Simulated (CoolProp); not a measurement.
c-C4F8 (RC318) at several states: density (kg/m³) from the reference equation and from simpler models built on Tc = 115.2 °C, pc = 27.78 bar, ω = 0.355; each cubic takes its own stable root.

Computed with CoolProp (reference Helmholtz-energy equation of state, Platzer 1990). This equation is an older, rougher fit; its heat capacities, sound speeds and derivatives of the liquid may be far off and weren't checked against measurements.

| T (°C) | p (bar) | phase | reference | van der Waals | Redlich-Kwong |
|---|---|---|---|---|---|
| -27.95 | 7.49 | liquid | 1693 | 1042 | 1526 |
| 52.35 | 0.132 | gas | 0.9784 | 0.9777 | 0.9782 |
| 91.75 | 0.134 | gas | 0.8852 | 0.8849 | 0.8852 |
| 30.05 | 0.401 | gas | 3.217 | 3.207 | 3.214 |
| 219.95 | 28.1 | supercritical | 159.6 | 168.4 | 166.2 |
